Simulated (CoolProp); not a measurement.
Values from CoolProp's reference Helmholtz-energy equation of state, Leachman 2009.

Problem. For normal hydrogen, give the phase and the viscosity (µPa s), Prandtl number at 29.7 K and 0.0292 MPa.

Solution. 
- 29.7 K and 0.0292 MPa: gas; viscosity 1.50, Prandtl number 0.672

Viscosity comes from a separate model (Muzny 2013). Thermal conductivity comes from a separate model (Assael 2011).
